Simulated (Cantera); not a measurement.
## N2O furnace oxynitridation

A perfectly stirred reactor is fed with N₂O : H₂O = 1 : 0.006 (molar parts), at 20.0 Torr; it is held at 1273 K, and followed from long to short residence time.

Computed with Cantera and GRI-Mech 3.0 (53 species, 325 reactions). GRI-Mech 3.0 was tuned for natural gas; its chemistry of N2O as a main component is partial and can be far from experiment. Radical loss at walls, strong at low pressure, is not modelled. The mechanism lacks the step 2 NO + O2 → 2 NO2, which can matter for NO2 below about 1400 K. The temperature is held fixed by assumption; the heat of reaction is taken as removed at once.

```json
[
 {"τ (s)": "0.76", "x N₂O": "0.928", "x H₂O": "0.00583", "x HO₂": "6.78e-7", "x H₂": "1.83e-8", "x NO₂": "0.000234", "x H₂O₂": "1.31e-9"},
 {"τ (s)": "0.39", "x N₂O": "0.959", "x H₂O": "0.00589", "x HO₂": "1.06e-6", "x H₂": "1.95e-8", "x NO₂": "0.000176", "x H₂O₂": "2.76e-9"},
 {"τ (s)": "0.20", "x N₂O": "0.976", "x H₂O": "0.00592", "x HO₂": "1.54e-6", "x H₂": "2.02e-8", "x NO₂": "0.000112", "x H₂O₂": "5.45e-9"},
 {"τ (s)": "0.10", "x N₂O": "0.985", "x H₂O": "0.00594", "x HO₂": "2.07e-6", "x H₂": "1.86e-8", "x NO₂": "5.68e-5", "x H₂O₂": "9.58e-9"},
 {"τ (s)": "0.052", "x N₂O": "0.989", "x H₂O": "0.00595", "x HO₂": "2.45e-6", "x H₂": "1.45e-8", "x NO₂": "2.40e-5", "x H₂O₂": "1.33e-8"},
 {"τ (s)": "0.027", "x N₂O": "0.992", "x H₂O": "0.00596", "x HO₂": "2.46e-6", "x H₂": "9.32e-9", "x NO₂": "7.75e-6", "x H₂O₂": "1.31e-8"},
 {"τ (s)": "0.014", "x N₂O": "0.993", "x H₂O": "0.00596", "x HO₂": "1.89e-6", "x H₂": "4.79e-9", "x NO₂": "1.77e-6", "x H₂O₂": "7.46e-9"},
 {"τ (s)": "0.0070", "x N₂O": "0.993", "x H₂O": "0.00596", "x HO₂": "9.98e-7", "x H₂": "1.77e-9", "x NO₂": "2.45e-7", "x H₂O₂": "1.95e-9"}
]
```
x: mole fraction; the columns are a selection and need not sum to one.
